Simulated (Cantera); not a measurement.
A perfectly stirred reactor is fed with CO : H₂ : CH₄ : O₂ : N₂ = 1 : 0.032 : 0.68 : 3.13 : 11.8 (molar parts), equivalence ratio 0.60, at 1.50 bar; it is adiabatic with a 600 K inlet, and is followed from long to short residence time, starting on the burning branch (τ in s: 0.024, 0.01, 0.0047, 0.0021, 0.00093, 0.00041, 0.00018, 8.2e-05, 3.7e-05).

Detailed kinetics in Cantera: GRI-Mech 3.0 (53 species, 325 reactions).

Task: Predict: blow-out, bracketed by the residence times tried; x(CO) at τ = 24.0 ms; x(H₂) at τ = 24.0 ms; x(CH₄) at τ = 24.0 ms; x(CH₂) at τ = 24.0 ms; x(O) at τ = 24.0 ms; x(CO) at τ = 0.930 ms; x(H₂) at τ = 0.930 ms; x(CH₄) at τ = 0.930 ms; x(CH₂) at τ = 0.930 ms; x(O) at τ = 0.930 ms.

Result: 
```json
{
  "blow_out_bracketed_by_the_residence_times_tried": "burning at 82.0 µs, out at 37.0 µs",
  "x(CO) at τ = 24.0 ms": "0.00165",
  "x(H₂) at τ = 24.0 ms": "0.000237",
  "x(CH₄) at τ = 24.0 ms": "8.31e-6",
  "x(CH₂) at τ = 24.0 ms": "6.37e-8",
  "x(O) at τ = 24.0 ms": "0.000473",
  "x(CO) at τ = 0.930 ms": "0.0107",
  "x(H₂) at τ = 0.930 ms": "0.00144",
  "x(CH₄) at τ = 0.930 ms": "7.21e-5",
  "x(CH₂) at τ = 0.930 ms": "5.95e-7",
  "x(O) at τ = 0.930 ms": "0.00291"
}
```
